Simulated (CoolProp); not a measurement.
A single-stage vapour-compression cycle with the fluid: evaporating at 211.15 K (dew point), condensing at 269.15 K (bubble point), superheat 2 K, subcooling 5 K, compressor efficiency 0.85, no pressure losses. The same conditions are run with several fluids, on thermodynamics alone (safety and materials aside).

Values from CoolProp's reference Helmholtz-energy equation of state of each fluid (carbonyl sulfide: Lemmon 2006; ethane: Bücker 2006; R143a: Lemmon and Jacobsen 2000; chlorine: Thol 2021; R407C: Lemmon 2003; R507A: Lemmon 2003). Blends and air are pseudo-pure fits.

| fluid | cooling COP | pressure ratio | discharge temperature (K) | refrigerating effect (kJ/kg) | volumetric capacity (kJ/m³) |
|---|---|---|---|---|---|
| carbonyl sulfide | 2.50 | 10.2 | 367.8 | 254 | 496 |
| ethane | 2.26 | 6.19 | 313.5 | 303 | 1950 |
| R143a | 2.47 | 11.5 | 301.5 | 166 | 385 |
| chlorine | 2.40 | 13.2 | 434.3 | 253 | 250 |
| R407C | 2.17 | 20.4 | 331.8 | 189 | 227 |
| R507A | 2.44 | 12.0 | 296.0 | 140 | 367 |
